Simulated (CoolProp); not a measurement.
Vapour-liquid equilibrium of CHF3 (R23) (1) + C2F6 (R116) (2) at 0.058 MPa; x and y are mole fractions of (1).

Computed with CoolProp (multi-fluid Helmholtz-energy mixture model, Penoncello 2003 and Lemmon 2006; pair parameters Bell 2016).

```tsv
x	bubble temperature (°C)	y at the bubble point	dew temperature at overall composition x (°C)	liquid density (mol/L)
0.05	-91.4	0.229	-88.6	12.29
0.15	-94.9	0.426	-90.1	12.93
0.25	-96.1	0.500	-91.8	13.58
0.35	-96.6	0.533	-93.5	14.27
0.45	-96.8	0.548	-95.3	15.04
0.55	-96.8	0.558	-96.8	15.90
0.65	-96.8	0.570	-95.9	16.87
0.75	-96.6	0.595	-94.5	17.96
0.85	-95.8	0.655	-93.1	19.18
0.95	-93.6	0.816	-91.8	20.49
```

y crosses x between x = 0.55 and 0.65: the model has an azeotrope there.

Pair parameters are fitted to limited data, so mixtures are less certain than the pure fluids.
